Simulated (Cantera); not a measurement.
**Adiabatic ignition**

An adiabatic, constant-volume homogeneous reactor starts with CO : H2 : CH4 : O2 : N2 = 1 : 1.3 : 0.18 : 1.01 : 3.79 (molar parts), equivalence ratio 1.5, at 1248 K and 500000 Pa.

Detailed kinetics in Cantera: GRI-Mech 3.0 (53 species, 325 reactions). Above 3000 K some thermodynamic fits are extrapolated.

| t (s) | T (K) | P (bar) | x CO | x H2 | x CH4 | x CH3 | x NO |
|---|---|---|---|---|---|---|---|
| 2.00e-6 | 1248 | 5.00 | 0.137 | 0.179 | 0.0247 | 8.61e-8 | <1e-12 |
| 5.00e-6 | 1248 | 5.00 | 0.137 | 0.179 | 0.0247 | 8.28e-7 | <1e-12 |
| 1.25e-5 | 1249 | 5.00 | 0.137 | 0.178 | 0.0247 | 6.11e-5 | 2.87e-12 |
| 3.13e-5 | 3056 | 11.4 | 0.115 | 0.0472 | 3.61e-12 | 1.53e-11 | 0.000611 |
| 7.83e-5 | 3059 | 11.4 | 0.115 | 0.0478 | 4.37e-12 | 1.74e-11 | 0.00349 |
| 0.000196 | 3051 | 11.4 | 0.116 | 0.0484 | 4.62e-12 | 1.80e-11 | 0.00539 |
| 0.000490 | 3051 | 11.4 | 0.116 | 0.0484 | 4.64e-12 | 1.80e-11 | 0.00556 |
| 0.00123 | 3051 | 11.4 | 0.116 | 0.0484 | 4.64e-12 | 1.80e-11 | 0.00556 |
| 0.00306 | 3051 | 11.4 | 0.116 | 0.0484 | 4.64e-12 | 1.80e-11 | 0.00556 |
| 0.00766 | 3051 | 11.4 | 0.116 | 0.0484 | 4.64e-12 | 1.80e-11 | 0.00556 |
| 0.0192 | 3051 | 11.4 | 0.116 | 0.0484 | 4.64e-12 | 1.80e-11 | 0.00556 |
| 0.0480 | 3051 | 11.4 | 0.116 | 0.0484 | 4.64e-12 | 1.80e-11 | 0.00556 |
| 0.120 | 3051 | 11.4 | 0.116 | 0.0484 | 4.64e-12 | 1.80e-11 | 0.00556 |
| 0.300 | 3051 | 11.4 | 0.116 | 0.0484 | 4.64e-12 | 1.80e-11 | 0.00556 |
x: mole fraction; the columns are a selection and need not sum to one.

| Property | Value |
|---|---|
| time of steepest temperature rise | 23.7 µs |
| temperature at 0.300 s | 3051 K |
| equilibrium temperature | 3051 K |
| x(CO) at 0.300 s | 0.116 (gas-phase equilibrium 0.116) |
| x(H2) at 0.300 s | 0.0484 (gas-phase equilibrium 0.0484) |
| x(CH4) at 0.300 s | 4.64e-12 (gas-phase equilibrium 5.52e-12) |
